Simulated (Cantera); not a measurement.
What does this Cantera script print?

```python
import numpy as np
import cantera as ct

gas = ct.Solution("gri30.yaml")
gas.TPX = 700, 101325, {'CO': 1, 'H2': 0.35, 'CH4': 0.65, 'O2': 3.59, 'N2': 13.5}
inlet = ct.Reservoir(gas, clone=True)
gas.equilibrate("HP")  # start burning
reactor = ct.IdealGasConstPressureReactor(gas, energy="on", clone=False)
exhaust = ct.Reservoir(gas, clone=True)
tau = [0.056, 0.025, 0.011, 0.0051, 0.0023, 0.001, 0.00045, 0.0002, 9.1e-05, 4.1e-05, 1.8e-05, 8.1e-06][0]
for a, b in ((inlet, reactor), (reactor, exhaust)):
    ct.MassFlowController(a, b, mdot=lambda t: reactor.mass / tau)
net = ct.ReactorNet([reactor])
show = ['CO', 'H2', 'CH4', 'H2O', 'NO', 'CH2O']

rows = []
print(f"{'tau/s':>10s}{'T/K':>9s}" + "".join(f"{s:>11s}" for s in show))
for tau in [0.056, 0.025, 0.011, 0.0051, 0.0023, 0.001, 0.00045, 0.0002, 9.1e-05, 4.1e-05, 1.8e-05, 8.1e-06]:
    net.initial_time = 0.0
    net.advance(30 * tau)
    before = gas.X
    net.advance(40 * tau)
    drift = np.max(np.abs(gas.X - before) / (gas.X + 1e-9))
    rows.append([gas.T, *gas[show].X, drift])
    print(f"{tau:10.3e}{gas.T:9.1f}" + "".join(f"{x:11.3e}" for x in gas[show].X))
```

Output:

```
     tau/s      T/K         CO         H2        CH4        H2O         NO       CH2O
 5.600e-02   1975.7  1.148e-03  2.127e-04  4.351e-06  8.806e-02  1.418e-04  6.201e-07
 2.500e-02   1965.8  1.830e-03  3.337e-04  7.403e-06  8.757e-02  9.912e-05  1.097e-06
 1.100e-02   1949.3  2.980e-03  5.404e-04  1.246e-05  8.684e-02  6.894e-05  1.910e-06
 5.100e-03   1925.9  4.650e-03  8.418e-04  2.033e-05  8.588e-02  4.777e-05  3.164e-06
 2.300e-03   1890.4  7.187e-03  1.295e-03  3.446e-05  8.454e-02  3.231e-05  5.318e-06
 1.000e-03   1837.8  1.099e-02  1.942e-03  6.267e-05  8.272e-02  2.236e-05  9.259e-06
 4.500e-04   1769.2  1.623e-02  2.710e-03  1.202e-04  8.058e-02  1.634e-05  1.636e-05
 2.000e-04   1675.8  2.454e-02  3.608e-03  2.693e-04  7.814e-02  1.070e-05  3.196e-05
 9.100e-05   1545.8  3.928e-02  4.930e-03  8.212e-04  7.523e-02  4.327e-06  7.734e-05
 4.100e-05    700.0  5.238e-02  1.833e-02  3.405e-02  7.422e-15 -7.887e-21 -5.073e-18
 1.800e-05    700.0  5.238e-02  1.833e-02  3.405e-02  2.079e-15 -6.380e-24  2.607e-19
 8.100e-06    700.0  5.238e-02  1.833e-02  3.405e-02  4.617e-16  4.429e-28  3.099e-20
```

Cantera simulation using GRI-Mech 3.0 (53 species, 325 reactions); the numbers are that mechanism's predictions, not measurements.
